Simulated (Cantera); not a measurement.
A Cantera script and what it prints.

```python
import numpy as np
import cantera as ct

gas_names = """
    H HO2 H2 H2O H2O2 O OH O2 O3 V VO VO2
""".split()
cond_names = """
    H2O(s) H2O(L) V(cr) V(L) VO(s) VO(L) V2O3(s) V2O3(L) V2O4(I) V2O4(II) V2O4(L) V2O5(s) V2O5(L)
""".split()


# ... load() reads the species with a 1 bar reference pressure and builds the phases ...
atoms = {
    'V2O3': {'V': 2, 'O': 3},
    'H2': {'H': 2},
}
top_T = {}  # K; cautious upper limits of use, not melting points


# ... equilibrate(T, P, feed) seeds the gas with the atoms and calls Mixture.equilibrate('TP', solver="vcs", rtol=1e-11, max_steps=5000) ...
results = []
feed = {'V2O3': 1, 'H2': 2.4}  # mol
T = 1348.15  # K
P = 270  # Pa
mix = equilibrate(T, P, feed)
results.append((T, P, feed, dict(zip(mix.species_names, mix.species_moles))))
x = sorted(zip(gas.X, gas.species_names), reverse=True)
print(f"T = {T:g} K  P = {P:g} Pa  gas = {mix.phase_moles(0):.4g} mol")
print("   x: " + "  ".join(f"{s} {v:.3e}" for v, s in x if v > 0.001))
print("   condensed (mol): " + ("  ".join(f"{mix.phase(i).name} {mix.phase_moles(i):.4g}"
      for i in range(1, mix.n_phases) if mix.phase_moles(i) > 1e-12) or "none"))
```

It prints:

```
T = 1348.15 K  P = 270 Pa  gas = 2.4 mol
   x: H2 9.985e-01  H2O 1.423e-03
   condensed (mol): VO(s) 0.00683  V2O3(s) 0.9966
```

These are equilibrium values from Cantera (NASA tables, ideal gas, pure condensed phases), not measurements of a reactor. Mutual solubility and eutectic melting of coexisting phases are not modelled. VO: taken at fixed stoichiometry. Condensed phases not in the tables: the oxides between V2O3 and V2O5 other than VO2.
